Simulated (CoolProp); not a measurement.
Vapour-liquid equilibrium of propylene (1) + propane (2) at 13.3 kPa; x and y are mole fractions of (1).

Values from CoolProp's multi-fluid Helmholtz-energy mixture model, Lemmon 2013 and Lemmon 2009; pair parameters Bell 2016.

```csv
x,bubble temperature (K),y at the bubble point,dew temperature at overall composition x (K),liquid density (mol/L)
0.05,193.0,0.074,193.2,14.18
0.15,192.3,0.208,192.6,14.32
0.25,191.7,0.325,192.1,14.45
0.35,191.2,0.430,191.6,14.59
0.45,190.7,0.527,191.1,14.73
0.55,190.3,0.618,190.6,14.87
0.65,190.0,0.704,190.2,15.01
0.75,189.6,0.789,189.8,15.16
0.85,189.4,0.872,189.4,15.30
0.95,189.1,0.957,189.2,15.45
```

No azeotrope shows between x = 0.05 and 0.95.

The pair parameters rest on a limited set of measurements; away from them the model extrapolates.
